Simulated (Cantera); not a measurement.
Cantera run:

```python
import numpy as np
import cantera as ct

gas_names = """
    C CH CH2 CH3 CH2OH CH3O CH4 CH3OH CN CO CO2 COOH C2 C2H CHCO,ketyl C2H2,acetylene C2H2,vinylidene
    CH2CO,ketene C2H3,vinyl CH3CN CH3CO,acetyl C2H4 C2H4O,ethylen CH3CHO,ethanal CH3COOH (HCOOH)2 C2H5
    C2H6 CH3OCH3 C2H5OH CCN CNC C2N2 C2O C3 C3H3,propargyl C3H4,allene C3H4,propyne C3H4,cyclo-
    C3H5,allyl C3H6,propylene C3H6,cyclo- C3H6O C3H7,n-propyl C3H7,i-propyl C3H8 C3H8O,1propanol
    C3H8O,2propanol C3O2 C4 C4H2 C4H4,1,3-cyclo- C4H6,butadiene C4H6,2-butyne C4H6,cyclo- C4H8,1-butene
    C4H8,cis2-buten C4H8,tr2-butene C4H8,isobutene C4H8,cyclo- (CH3COOH)2 C4H9,n-butyl C4H9,i-butyl
    C4H9,s-butyl C4H9,t-butyl C4H10,isobutane C4H10,n-butane C4N2 C5 C5H6,1,3cyclo- C5H8,cyclo-
    C5H10,1-pentene C5H10,cyclo- C5H11,pentyl C5H11,t-pentyl C5H12,n-pentane C5H12,i-pentane
    CH3C(CH3)2CH3 C6H2 C6H5,phenyl C6H5O,phenoxy C6H6 C6H5OH,phenol C6H10,cyclo- C6H12,1-hexene
    C6H12,cyclo- C6H13,n-hexyl C7H7,benzyl C7H8 C7H8O,cresol C7H14,1-heptene C7H15,n-heptyl
    C7H16,n-heptane C8H8,styrene C8H10,ethylbenz C8H16,1-octene C8H17,n-octyl C8H18,isooctane
    C8H18,n-octane C9H19,n-nonyl C10H8,naphthale C10H21,n-decyl C12H9,o-bipheny C12H10,bipheny H HCN HCO
    HCCN HNC HNCO HNO HNO2 HNO3 HO2 H2 HCHO,formaldehy HCOOH H2O H2O2 N NCO NH NH2 NH3 NH2OH NO NO2 NO3
    N2 N2H2 N2H4 N2O O OH O2 O3
""".split()
cond_names = """
    C(gr) C6H6(L) C7H8(L) C8H18(L),n-octa H2O(s) H2O(L)
""".split()


def load(file, names, dense=False):
    # The tables refer to 1 bar. Condensed volumes are neglected.
    table = {s.name: s for s in ct.Species.list_from_file(file)}
    out = []
    for n in names:
        d = dict(table[n].input_data)
        d["thermo"] = dict(d["thermo"], **{"reference-pressure": 1e5})
        if dense:
            d["equation-of-state"] = {"model": "constant-volume", "density": "1e6 g/cm^3"}
        out.append(ct.Species.from_dict(d))
    return out


gas = ct.Solution(thermo="ideal-gas", species=load("nasa_gas.yaml", gas_names))
cond = {s.name: ct.Solution(thermo="fixed-stoichiometry", species=[s], name=s.name)
        for s in load("nasa_condensed.yaml", cond_names, dense=True)}
atoms = {
    'CH3OH': {'C': 1, 'H': 4, 'O': 1},
    'NH3': {'N': 1, 'H': 3},
    'N2': {'N': 2},
}
top_T = {'C(gr)': 4500}  # K; cautious upper limits of use, not melting points


def equilibrate(T, P, feed):
    n = {}
    for name, mol in feed.items():
        for a, k in atoms[name].items():
            n[a] = n.get(a, 0.0) + k * mol
    gas.TPX = T, P, n
    mass = sum(n.values()) * gas.mean_molecular_weight
    gas.equilibrate("TP")
    valid = [c for c in cond.values() if c.min_temp <= T <= top_T.get(c.name, c.max_temp)]
    mix = ct.Mixture([(gas, mass / gas.mean_molecular_weight)] + [(c, 0.0) for c in valid])
    mix.T, mix.P = T, P
    mix.equilibrate("TP", solver="vcs", rtol=1e-11, max_steps=5000)
    return mix


results = []
T = 1450  # K
P = 630  # Pa
for m in [2.9, 6.4, 10, 14, 17, 21, 24, 28, 31, 35]:
    feed = {'CH3OH': 1, 'NH3': 0.013, 'N2': m}  # mol
    mix = equilibrate(T, P, feed)
    results.append((T, P, feed, dict(zip(mix.species_names, mix.species_moles))))

top = {s: max(r[3][s] / sum(r[3][g] for g in gas_names) for r in results) for s in gas_names}
cols = sorted((s for s in top if top[s] > 1e-06), key=lambda s: -top[s])[:9]
seen = [c for c in cond_names if any(r[3].get(c, 0) > 1e-12 for r in results)]
print("log10 of partial pressures in bar; condensed amounts in mol")
print(f"{'n(N2)':>10s}" + "".join(f"{s[:9]:>10s}" for s in cols + seen))
for T, P, feed, n in results:
    ng = sum(n[g] for g in gas_names)
    print(f"{feed['N2']:10.4g}" + "".join(f"{np.log10(max(n[s] / ng * P / 1e5, 1e-99)):10.3f}" for s in cols)
          + "".join(f"{n.get(c, 0):10.4g}" for c in seen))
```

Output:

```
log10 of partial pressures in bar; condensed amounts in mol
     n(N2)        N2        H2        CO         H       HCN       H2O       CO2
       2.9    -2.510    -2.668    -2.973    -6.358    -6.948    -7.020    -7.702
       6.4    -2.368    -2.870    -3.175    -6.459    -7.163    -7.238    -7.919
        10    -2.315    -3.010    -3.316    -6.529    -7.325    -7.400    -8.082
        14    -2.285    -3.127    -3.432    -6.588    -7.463    -7.539    -8.220
        17    -2.272    -3.197    -3.502    -6.623    -7.548    -7.623    -8.305
        21    -2.259    -3.276    -3.581    -6.662    -7.643    -7.719    -8.401
        24    -2.252    -3.327    -3.632    -6.688    -7.706    -7.781    -8.463
        28    -2.245    -3.387    -3.692    -6.718    -7.779    -7.854    -8.536
        31    -2.241    -3.427    -3.733    -6.738    -7.828    -7.904    -8.585
        35    -2.237    -3.476    -3.781    -6.762    -7.887    -7.963    -8.644
```

These are equilibrium values from Cantera (NASA tables, ideal gas, pure condensed phases), not measurements of a reactor.
